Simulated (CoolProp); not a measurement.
Ethylene along the isotherm 307.3 K: density (kg/m³) from the reference equation and from simpler models built on Tc = 282.4 K, pc = 5042 kPa, ω = 0.087; each cubic takes its own stable root.

The numbers come from the reference Helmholtz-energy equation of state, Smukala 2000 in CoolProp.

```csv
p (kPa),phase,reference,ideal gas,van der Waals,Soave-Redlich-Kwong,Peng-Robinson
5600,supercritical,97.45,61.49,98.85,96.36,101.1
11200,supercritical,314.4,123.0,254.9,279.3,304.9
16800,supercritical,367.8,184.5,289.0,339.2,373.7
22400,supercritical,396.0,245.9,308.8,373.3,412.7
28000,supercritical,415.7,307.4,322.9,397.7,440.3
33600,supercritical,431.1,368.9,333.8,416.7,461.6
39200,supercritical,443.9,430.4,342.7,432.2,479.0
44800,supercritical,454.8,491.9,350.2,445.4,493.7
50400,supercritical,464.4,553.4,356.7,456.8,506.4
```
